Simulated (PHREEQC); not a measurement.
1 kg of water holding 0.33 mol/kgw NaHCO3 and 0.15 mol/kgw NaCl meets 20 L of dry gas (CO2 0.47, CH4 0.53 by moles) at fixed total pressure, at 25 °C; fugacities by Peng-Robinson. The gases take part in no redox reaction, some water evaporates into the gas, and hydrates or a liquid gas phase aren't modelled. Nothing may precipitate in this run.

Model: ion-association model, phreeqc.dat, run in PHREEQC.

Predict dissolved CH4 (mol/kgw) at P (atm) = 3, 7.5.


```tsv
P (atm)	dissolved CH4 (mol/kgw)
3	0.00226
7.5	0.00558
```
